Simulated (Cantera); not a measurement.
A closed system holds: 1 mol Fe3O4, a varied amount of C, 2.4 mol CO, held at 0.00200 bar.

Equilibrium computed with Cantera from the NASA thermochemical tables; the gas is ideal and each condensed phase is pure. Candidate condensed phases: C, Fe, Fe(CO)5, FeO, Fe2O3, Fe3O4; 15 gas species. Each liquid is taken as pure. Mutual solubility and eutectic melting of coexisting phases are not modelled. The tables' stoichiometric FeO is somewhat more stable than real wüstite, so its field is too wide. FeO: taken at fixed stoichiometry. Kinetics and transport are ignored.

Stable condensed phases, one row left out:

```
T in °C \ n(C) in mol
         0.35 0.49 0.69 0.97  1.4  1.9  2.7
   1952     A    A    A    A    A    A    B
   1927     A    A    A    A    A    A    B
   1902     A    A    A    A    A    A    A
   1877     A    A    A    A    A    A    A
   1852     A    A    A    A    A    A    A
   1827     A    A    A    A    A    A    A
   1802     A    A    A    A    A    A    A
   1777     A    A    A    A    A    A    A
   1752     A    A    A    A    A    A    C
   1727     A    A    A    A    A    C    C
   1677     A    A    A    A    C    C    C
   1652     A    A    A    C    C    C    C
   1627     A    A    A    C    C    C    C
```

A: FeO; B: gas only; C: Fe + FeO.

Question: Give the row for 1702 °C.

Answer: 0.35: FeO; 0.49: FeO; 0.69: FeO; 0.97: FeO; 1.4: Fe + FeO; 1.9: Fe + FeO; 2.7: Fe + FeO.
